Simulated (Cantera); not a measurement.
Standard-state values (1 bar) from the NASA 1993 polynomials, evaluated with Cantera. Values are per mole of reaction as written; species without (g) are pure solids or liquids, kept so even where they would boil at 1 bar.

Ti + 4 HCl(g) ⇌ TiCl4 + 4 H(g)

```
T (K)  ΔH° (kJ)  ΔS° (J/K)  ΔG° (kJ)  log10 K
-----  --------  ---------  --------  -------
350           ?          ?         ?        ?
375       443.7      -47.2     461.4   -64.27
400           ?          ?         ?        ?
425           ?          ?         ?        ?
450       450.1      -31.5     464.3   -53.90
475           ?          ?         ?        ?
500       454.4      -22.5     465.7   -48.65
```

**Question.** What belongs in the gaps?

**Answer.** 
- 350, ΔH° (kJ): 441.5
- 350, ΔS° (J/K): -53.2
- 350, ΔG° (kJ): 460.1
- 350, log10 K: -68.67
- 400, ΔH° (kJ): 445.8
- 400, ΔS° (J/K): -41.7
- 400, ΔG° (kJ): 462.5
- 400, log10 K: -60.40
- 425, ΔH° (kJ): 448.0
- 425, ΔS° (J/K): -36.5
- 425, ΔG° (kJ): 463.5
- 425, log10 K: -56.96
- 475, ΔH° (kJ): 452.3
- 475, ΔS° (J/K): -26.9
- 475, ΔG° (kJ): 465.1
- 475, log10 K: -51.14
